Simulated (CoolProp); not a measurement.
Vapour pressure (MPa) of normal hydrogen: the reference equation beside estimates from Tc = -240.0 °C, pc = 1.296 MPa, ω = -0.219. Clausius-Clapeyron is anchored at -247.05 °C with a constant enthalpy of vaporisation of 0.7926 kJ/mol.

Values from CoolProp's reference Helmholtz-energy equation of state, Leachman 2009.

| T (°C) | reference | Lee-Kesler | Clausius-Clapeyron | Redlich-Kwong | Soave-Redlich-Kwong |
|---|---|---|---|---|---|
| -247.55 | 0.3635 | 0.3635 | 0.3742 | 0.2470 | 0.3697 |
| -247.05 | 0.4019 | 0.4017 | 0.4019 | 0.2846 | ___ |
| -246.55 | 0.4430 | 0.4427 | 0.4304 | 0.3261 | 0.4522 |
| -246.05 | 0.4869 | 0.4866 | 0.4598 | 0.3715 | 0.4976 |
| -245.55 | 0.5338 | 0.5334 | 0.4901 | ___ | 0.5459 |
| -245.05 | 0.5838 | 0.5834 | 0.5212 | 0.4751 | 0.5972 |
| -244.55 | ___ | 0.6365 | 0.5530 | 0.5335 | 0.6516 |
| -244.05 | ___ | 0.6931 | 0.5856 | 0.5966 | 0.7090 |
| -243.55 | ___ | 0.7532 | 0.6189 | 0.6644 | 0.7697 |
| -243.05 | 0.8174 | 0.8170 | 0.6529 | 0.7373 | 0.8336 |
| -242.55 | 0.8848 | 0.8846 | 0.6876 | 0.8152 | 0.9008 |
| -242.05 | 0.9563 | 0.9564 | 0.7229 | 0.8984 | 0.9713 |
| -241.55 | 1.032 | 1.032 | 0.7588 | 0.9870 | 1.045 |
| -241.05 | 1.112 | 1.113 | 0.7954 | 1.081 | 1.123 |
| -240.55 | 1.197 | 1.198 | 0.8324 | 1.181 | ___ |

Fill in the missing entries.


- -247.05, Soave-Redlich-Kwong: 0.4096
- -245.55, Redlich-Kwong: 0.4211
- -244.55, reference: 0.6371
- -244.05, reference: 0.6936
- -243.55, reference: 0.7537
- -240.55, Soave-Redlich-Kwong: 1.204

Absolute difference from the reference over all 15 rows, mean and median: Lee-Kesler 0.1 and 0.1 %, Clausius-Clapeyron 15.3 and 15.6 %, Redlich-Kwong 15.0 and 14.0 %, Soave-Redlich-Kwong 1.8 and 2.0 %.
